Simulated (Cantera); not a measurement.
A diamond (100) surface in a fixed gas of H2 with x(CH4) = 0.024, x(H) = 0.013, x(CH3) = 0.00068, 30.0 Torr; coverages are run to steady state.

Model: the Harris–Goodwin 1993 mechanism for the reconstructed diamond (100) surface, integrated in Cantera.

One state of this run: growth (µm/h) = 12.2; θ c6HH = 0.595; θ c6H* = 0.0156; θ c6*H = 0.341; θ c6** = 0.00773; θ c6HM = 0.0301. θ: site fractions in the mechanism's names (c6HH fully hydrogenated, c6H* and c6*H radical sites, c6** diradical, c6HM methylated).

Problem. Which value of T (K) does it belong to?
A) 925
B) 975
C) 1125
D) 1025

Solution. B, 975
